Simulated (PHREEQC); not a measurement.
Dissolve 0.0014 mol CaSO4, 0.00027 mol CO2 and 6.8e-06 mol H4SiO4 per kg of water at 25 °C. Closed to the air; pH follows from the charge balance.

All values are PHREEQC results (ion-association model, wateq4f.dat), not measurements.

Each row changes one thing in this solution. This is a speciation only: nothing precipitates in the calculation.

| case | pH | ionic strength (mol/kgw) | Ca+2 (mol/kgw) | SO4-2 (mol/kgw) | CO2 (mol/kgw) | CaSO4 (mol/kgw) | SI of Quartz (SiO2) | SI of Gypsum (CaSO4:2H2O) |
|---|---|---|---|---|---|---|---|---|
| as made | 4.99 | 0.00494 | 0.00123 | 0.00123 | 0.000258 | 0.000168 | -1.19 | -1.49 |
| H4SiO4 from 6.8e-06 to 1.02e-05 mol/kgw | 4.99 | 0.00494 | 0.00123 | 0.00123 | 0.000258 | 0.000168 | -1.01 | -1.49 |
| H4SiO4 from 6.8e-06 to 7.48e-06 mol/kgw | 4.99 | 0.00494 | 0.00123 | 0.00123 | 0.000258 | 0.000168 | -1.15 | -1.49 |
| diluted 5-fold with water | 5.33 | 0.00108 | 0.000269 | 0.000269 | … | 1.08e-5 | -1.89 | -2.69 |
| H4SiO4 replaced by (NH4)2SiF6 at the same molality | 4.58 | 0.00497 | 0.00123 | 0.00123 | 0.000265 | … | -1.19 | -1.50 |

**Question.** What belongs in the gaps?

**Answer.** 
- diluted 5-fold with water, CO2 (mol/kgw): 4.91e-5
- H4SiO4 replaced by (NH4)2SiF6 at the same molality, CaSO4 (mol/kgw): 0.000167

SiF6-2 is the database's only silicon fluoride.
